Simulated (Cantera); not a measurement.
**Equilibrium for nitride etching: Si3N4 + H2O**

Feed: 1 mol Si3N4, 0.2 mol H2O, equilibrated at 13.3 mbar.

Cantera equilibrium calculation (NASA polynomials, part measured and part estimated; ideal gas, pure solids and liquids). Candidate condensed phases: H2O, Si, SiO2, Si2N2O, Si3N4; 35 gas species. Mutual solubility and eutectic melting of coexisting phases are not modelled. The tables' values for SiN are old estimates; treat these amounts as uncertain. Gases not in the tables: Si2H6 and higher silanes. Kinetics and transport are ignored.

```tsv
T (°C)	x N2	x H2	x SiO	x H	x Si	x Si2N	x SiN	n Si2N2O(s)	n Si3N4(s)	n Si(l)
650	0.250	0.750	<1e-12	1.83e-9	<1e-12	<1e-12	<1e-12	0.200	0.867	0
725	0.250	0.750	<1e-12	1.61e-8	<1e-12	<1e-12	<1e-12	0.200	0.867	0
800	0.250	0.750	<1e-12	1.05e-7	<1e-12	<1e-12	<1e-12	0.200	0.867	0
875	0.250	0.750	9.83e-12	5.37e-7	<1e-12	<1e-12	<1e-12	0.200	0.867	0
950	0.250	0.750	4.17e-10	2.26e-6	<1e-12	<1e-12	<1e-12	0.200	0.867	0
1025	0.250	0.750	1.14e-8	8.04e-6	8.28e-12	<1e-12	1.66e-12	0.200	0.867	0
1100	0.250	0.750	2.15e-7	2.50e-5	2.76e-10	<1e-12	3.69e-11	0.200	0.867	0
1175	0.250	0.750	2.98e-6	6.91e-5	6.35e-9	2.41e-11	5.92e-10	0.200	0.867	0
1250	0.250	0.750	3.16e-5	0.000173	1.07e-7	8.77e-10	7.19e-9	0.200	0.867	0
1325	0.250	0.749	0.000268	0.000399	1.37e-6	2.26e-8	6.89e-8	0.200	0.867	0
1400	0.250	0.747	0.00186	0.000853	1.40e-5	4.31e-7	5.36e-7	0.200	0.867	0
1475	0.275	0.712	0.0106	0.00167	0.000109	5.85e-6	3.43e-6	0.197	0.863	0.0144
1550	0.868	0.0916	0.0388	0.00114	0.000332	2.32e-5	1.48e-5	0.116	0	2.68
1625	0.832	0.0822	0.0832	0.00194	0.000921	4.73e-5	3.27e-5	0	0	2.80
```
x: gas mole fraction; n: condensed amount in mol.

From 650 °C to 1400 °C the condensed part is Si2N2O(s) + Si3N4(s). At 1475 °C the condensed part is Si(l) + Si2N2O(s) + Si3N4(s). At 1550 °C the condensed part is Si(l) + Si2N2O(s). At 1625 °C the condensed part is Si(l).
